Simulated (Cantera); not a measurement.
A Cantera script and what it prints.

```python
import numpy as np
import cantera as ct

gas_names = [...]  # 123 gases of nasa_gas.yaml made of C, H, O, Si
cond_names = """
    C(gr) C6H6(L) C7H8(L) C8H18(L),n-octa H2O(s) H2O(L) Si(cr) Si(L) SiC(b) SiO2(Lqz) SiO2(hqz) SiO2(L)
""".split()


# ... load() reads the species with a 1 bar reference pressure and builds the phases ...
atoms = {
    'Si': {'Si': 1},
    'H2O': {'H': 2, 'O': 1},
    'CO': {'C': 1, 'O': 1},
}
top_T = {'C(gr)': 4500, 'SiC(b)': 3050}  # K; cautious upper limits of use, not melting points


# ... equilibrate(T, P, feed) seeds the gas with the atoms and calls Mixture.equilibrate('TP', solver="vcs", rtol=1e-11, max_steps=5000) ...
results = []
feed = {'Si': 1, 'H2O': 0.47, 'CO': 1.4}  # mol
P = 1333.22  # Pa
for T in [673, 773, 873, 973, 1073, 1173, 1273, 1373, 1473, 1573, 1673, 1773, 1873]:
    mix = equilibrate(T, P, feed)
    results.append((T, P, feed, dict(zip(mix.species_names, mix.species_moles))))

top = {s: max(r[3][s] / sum(r[3][g] for g in gas_names) for r in results) for s in gas_names}
cols = sorted((s for s in top if top[s] > 1e-06), key=lambda s: -top[s])[:6]
seen = [c for c in cond_names if any(r[3].get(c, 0) > 1e-12 for r in results)]
print("log10 of partial pressures in bar; condensed amounts in mol")
print(f"{'T/K':>10s}" + "".join(f"{s[:9]:>10s}" for s in cols + seen))
for T, P, feed, n in results:
    ng = sum(n[g] for g in gas_names)
    print(f"{T:10.4g}" + "".join(f"{np.log10(max(n[s] / ng * P / 1e5, 1e-99)):10.3f}" for s in cols)
          + "".join(f"{n.get(c, 0):10.4g}" for c in seen))
```

Output:

```
log10 of partial pressures in bar; condensed amounts in mol
       T/K        H2        CO       SiO       CH4         H        Si     C(gr)    SiC(b) SiO2(Lqz) SiO2(hqz)
       673    -1.945   -14.674   -20.794    -2.705   -15.229   -32.405     1.274     0.065     0.935         0
       773    -1.887   -11.589   -16.900    -3.448   -12.986   -27.160     1.323     0.065     0.935         0
       873    -1.878    -9.219   -13.910    -4.103   -11.269   -23.121     1.332     0.065         0     0.935
       973    -1.876    -7.345   -11.545    -4.643    -9.904   -19.915     1.334     0.065         0     0.935
      1073    -1.875    -5.824    -9.626    -5.089    -8.791   -17.310     1.335   0.06503         0     0.935
      1173    -1.876    -4.567    -8.039    -5.463    -7.867   -15.152     1.333   0.06548         0    0.9345
      1273    -1.885    -3.511    -6.707    -5.798    -7.090   -13.335     1.318   0.07056         0    0.9294
      1373    -1.963    -2.612    -5.572    -6.225    -6.459   -11.784     1.177    0.1178         0    0.8821
      1473    -2.338    -2.060    -4.521    -7.357    -6.067   -10.297         0     0.509         0    0.4879
      1573    -2.353    -2.069    -3.444    -8.045    -5.567    -8.676         0    0.4973         0    0.4646
      1673    -2.516    -2.161    -2.471    -9.006    -5.202    -7.195         0    0.3366         0    0.1431
      1773    -2.574    -2.190    -2.378    -9.272    -4.833    -6.294         0     0.265         0         0
      1873    -2.576    -2.190    -2.379    -9.355    -4.478    -5.544         0    0.2647         0         0
```

These are equilibrium values from Cantera (NASA tables, ideal gas, pure condensed phases), not measurements of a reactor. Mutual solubility and eutectic melting of coexisting phases are not modelled. The tables hold silica as quartz up to 1696 K and as liquid above; real silica turns to tridymite and cristobalite and melts near 1996 K.
